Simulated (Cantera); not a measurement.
## Thermodynamics of halide evaporation, hydrolysis and transport, feed SrCl₂ + N₂

A closed system holds: 1 mol SrCl₂, 40 mol N₂, at 1673.15 K.

Cantera equilibrium calculation (NASA polynomials, part measured and part estimated; ideal gas, pure solids and liquids). Candidate condensed phases: Sr, SrCl₂; 7 gas species. Equilibrium is a limit: real reactors are often held back by kinetics, nucleation or transport.

```csv
P (Pa),x N₂,x SrCl₂,x Cl,x SrCl,x Sr,x N,n SrCl₂(l)
0.100,0.971,0.0207,0.00504,0.00207,0.00149,3.18e-9,0
1,0.974,0.0233,0.00134,0.000871,0.000235,1.01e-9,0
10,0.975,0.0240,0.000379,0.000319,3.04e-5,3.19e-10,0
100,0.975,0.0243,0.000114,0.000107,3.41e-6,1.01e-10,0
1000,0.976,0.0244,3.54e-5,3.47e-5,3.55e-7,3.19e-11,0
10000,0.976,0.0244,1.11e-5,1.10e-5,3.60e-8,1.01e-11,0
100000,0.995,0.00468,1.54e-6,1.53e-6,3.61e-9,3.22e-12,0.812
```
x: gas mole fraction; n: condensed amount in mol.

From 0.100 Pa to 10000 Pa nothing is condensed. At 100000 Pa the condensed part is SrCl₂(l). The main Sr-bearing gas is SrCl₂ throughout.
